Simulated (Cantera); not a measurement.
Input: 1 mol SiH4, 0.28 mol C2H4, 1.1 mol H2, at 2623 K and 133 Pa.

Cantera equilibrium calculation (NASA polynomials, part measured and part estimated; ideal gas, pure solids and liquids). Candidate condensed phases: C, C6H6, C7H8, C8H18, Si, SiC; 87 gas species. Kinetics and transport are ignored.

Base state: H 0.585, H2 0.257, Si 0.115, SiC2 0.0343, C2H2 (acetylene) 0.00375, C3 0.00172, Si2C 0.000855, C2H 0.000785 (mole fractions); condensed: gas only.

Problem. What changes in the equilibrium state with this change: C2H4 from 0.28 to 0.091 mol?

Solution. 
| species | before | after |
|---|---|---|
| H | 0.585 | 0.580 |
| H2 | 0.257 | 0.253 |
| Si | 0.115 | 0.151 |
| SiC2 | 0.0343 | 0.0128 |
| C4H2 | 2.27e-5 | 1.80e-6 |
| C3 | 0.00172 | 0.000261 |
| C2H2 (acetylene) | 0.00375 | 0.00105 |
| C2H | 0.000785 | 0.000221 |
